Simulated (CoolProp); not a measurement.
Model: reference Helmholtz-energy equation of state, Smukala 2000, in CoolProp.

Question: For ethylene, give the phase and the Z, cv (kJ/(kg K)) at 145.5 K and 1.63 bar.

Answer: 
- 145.5 K and 1.63 bar: liquid; Z 0.00629, cv 1.44
